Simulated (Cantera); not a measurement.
An adiabatic, constant-pressure homogeneous reactor starts with CO : H2 : CH4 : O2 : N2 = 1 : 0.13 : 0.29 : 0.881 : 7.22 (molar parts), equivalence ratio 1.3, at 1750 K and 9.10 bar.

Cantera simulation using GRI-Mech 3.0 (53 species, 325 reactions); the numbers are that mechanism's predictions, not measurements.

x: mole fraction; the columns are a selection and need not sum to one.

```
t (s)     T (K)    x CO     x H2   x CH4     x N2O      x NO
--------  -----  ------  -------  ------  --------  --------
1.00e-6    1750   0.105   0.0137  0.0304  9.72e-11  1.60e-12
2.32e-6    1750   0.105   0.0136  0.0304  3.92e-10  7.17e-12
5.37e-6    1751   0.105   0.0136  0.0300   2.23e-9  5.52e-11
1.25e-5    1781   0.105   0.0141  0.0249   2.60e-8       [?]
2.89e-5    2553  0.0714  0.00958  <1e-12   6.37e-7       [?]
6.69e-5    2715  0.0606  0.00741  <1e-12   6.00e-7       [?]
0.000155   2739  0.0587  0.00710  <1e-12   5.66e-7       [?]
0.000360   2736  0.0590  0.00717  <1e-12   5.66e-7       [?]
0.000834   2731  0.0594  0.00728  <1e-12   5.79e-7       [?]
0.00193    2728  0.0597  0.00734  <1e-12   5.90e-7   0.00348
0.00448    2728  0.0597  0.00734  <1e-12   5.91e-7   0.00354
0.0104     2728  0.0597  0.00734  <1e-12   5.91e-7   0.00354
0.0241     2728  0.0597  0.00734  <1e-12   5.91e-7   0.00354
0.0558     2728  0.0597  0.00734  <1e-12   5.91e-7   0.00354
0.129      2728  0.0597  0.00734  <1e-12   5.91e-7   0.00354
0.300      2728  0.0597  0.00734  <1e-12   5.91e-7   0.00354
```

### Question
What belongs in the gaps?

### Answer

- 1.25e-5, x NO: 2.90e-9
- 2.89e-5, x NO: 0.000182
- 6.69e-5, x NO: 0.000553
- 0.000155, x NO: 0.00106
- 0.000360, x NO: 0.00189
- 0.000834, x NO: 0.00293
